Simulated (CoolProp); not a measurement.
Model: reference Helmholtz-energy equation of state, McLinden 2015, in CoolProp.

Give the vapour pressure (bar), liquid density (kg/m³), enthalpy of vaporisation (kJ/kg), liquid cp (kJ/(kg K)) of saturated the fluoroketone C6F12O (FK-5-1-12) at 352.7, 379.8, 393.4 K.


```json
[
 {"T (K)": "352.7", "p (bar)": "2.62", "liquid density (kg/m³)": "1420", "enthalpy of vaporisation (kJ/kg)": "78.1", "liquid cp (kJ/(kg K))": "1.16"},
 {"T (K)": "379.8", "p (bar)": "5.25", "liquid density (kg/m³)": "1310", "enthalpy of vaporisation (kJ/kg)": "67.6", "liquid cp (kJ/(kg K))": "1.21"},
 {"T (K)": "393.4", "p (bar)": "7.16", "liquid density (kg/m³)": "1240", "enthalpy of vaporisation (kJ/kg)": "61.2", "liquid cp (kJ/(kg K))": "1.26"}
]
```
